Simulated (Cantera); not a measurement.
An adiabatic, constant-volume homogeneous reactor starts with CH4 : C2H6 : C3H8 : O2 : N2 = 2 : 0.059 : 0.17 : 9.26 : 34.8 (molar parts), equivalence ratio 0.55, at 1500 K and 300 Torr.

Model: GRI-Mech 3.0 (53 species, 325 reactions), integrated in Cantera.

Question: Predict: time of steepest temperature rise; temperature at 0.300 s; equilibrium temperature; x(H2O) at 0.300 s.

Answer: 
```json
{
  "time_of_steepest_temperature_rise": "0.291 ms",
  "temperature at 0.300 s": "2588 K",
  "equilibrium_temperature": "2588 K",
  "x(H2O) at 0.300 s": "0.0903 (gas-phase equilibrium 0.0903)"
}
```
